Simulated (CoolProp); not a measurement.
A Linde-Hampson liquefier for carbon monoxide: isothermal reversible compression at 280 K from 1 atm to 40 MPa, throttling to 1 atm, return gas leaving the recuperator 0 K below the feed. Each further row changes one setting.

The numbers come from the reference Helmholtz-energy equation of state, Lemmon 2006 in CoolProp. It is a short technical equation, of lower accuracy than the large ones.

| case | liquid yield per pass | compression work (kJ/kg of gas) |
|---|---|---|
| as stated | 0.128 | 500 |
| high pressure 80 MPa | 0.087 | 585 |
| warm-end temperature 310 K | 0.095 | 559 |
| warm-end gap 5 K | 0.117 | 500 |
